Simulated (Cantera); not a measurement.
Standard-state values (1 bar) from the NASA 1993 polynomials, evaluated with Cantera. Values are per mole of reaction as written; species without (g) are pure solids or liquids, kept so even where they would boil at 1 bar.

4 Li + O2(g) ⇌ 2 Li2O

```json
[
 {"T (K)": "1025", "ΔH° (kJ)": "-1207.5", "ΔS° (J/K)": "-275.8", "ΔG° (kJ)": "-924.8", "log10 K": "47.13"},
 {"T (K)": "1175", "ΔH° (kJ)": "?", "ΔS° (J/K)": "?", "ΔG° (kJ)": "?", "log10 K": "?"},
 {"T (K)": "1325", "ΔH° (kJ)": "?", "ΔS° (J/K)": "?", "ΔG° (kJ)": "?", "log10 K": "?"},
 {"T (K)": "1475", "ΔH° (kJ)": "-1192.9", "ΔS° (J/K)": "-264.1", "ΔG° (kJ)": "-803.2", "log10 K": "28.45"},
 {"T (K)": "1625", "ΔH° (kJ)": "?", "ΔS° (J/K)": "?", "ΔG° (kJ)": "?", "log10 K": "?"},
 {"T (K)": "1775", "ΔH° (kJ)": "-1181.0", "ΔS° (J/K)": "-256.8", "ΔG° (kJ)": "-725.1", "log10 K": "21.34"}
]
```

Question: What belongs in the gaps?

Answer: 
- 1175, ΔH° (kJ): -1203.4
- 1175, ΔS° (J/K): -272.1
- 1175, ΔG° (kJ): -883.7
- 1175, log10 K: 39.28
- 1325, ΔH° (kJ): -1198.4
- 1325, ΔS° (J/K): -268.1
- 1325, ΔG° (kJ): -843.2
- 1325, log10 K: 33.24
- 1625, ΔH° (kJ): -1187.0
- 1625, ΔS° (J/K): -260.3
- 1625, ΔG° (kJ): -763.9
- 1625, log10 K: 24.56
